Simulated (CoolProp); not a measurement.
Methane along the isobar 0.45 MPa: density (kg/m³) from the reference equation and from simpler models built on Tc = -82.6 °C, pc = 4.599 MPa, ω = 0.011; each cubic takes its own stable root.

Model: reference Helmholtz-energy equation of state, Setzmann 1991, in CoolProp.

```csv
T (°C),phase,reference,van der Waals,Redlich-Kwong,Soave-Redlich-Kwong,Peng-Robinson
-166.25,liquid,429.6,294.7,435.6,429.1,484.0
-155.75,liquid,414.2,8.200,417.5,411.8,465.1
-145.25,liquid,397.6,7.374,397.2,392.3,443.8
-134.75,gas,6.895,6.713,6.877,6.862,6.897
-124.25,gas,6.279,6.169,6.274,6.268,6.298
-113.75,gas,5.780,5.712,5.781,5.778,5.805
-103.15,gas,5.361,5.318,5.364,5.363,5.386
-92.65,gas,5.008,4.980,5.011,5.011,5.031
-82.15,gas,4.702,4.685,4.705,4.705,4.723
-71.65,gas,4.434,4.424,4.437,4.437,4.453
-61.15,gas,4.197,4.191,4.199,4.199,4.214
-50.65,gas,3.985,3.982,3.987,3.987,4.000
-40.05,gas,3.793,3.792,3.795,3.794,3.806
-29.55,gas,3.621,3.622,3.623,3.622,3.632
-19.05,gas,3.464,3.466,3.466,3.465,3.474
-8.55,gas,3.321,3.324,3.322,3.321,3.330
```

At some of these states van der Waals gives the other phase, because its saturation line lies elsewhere.
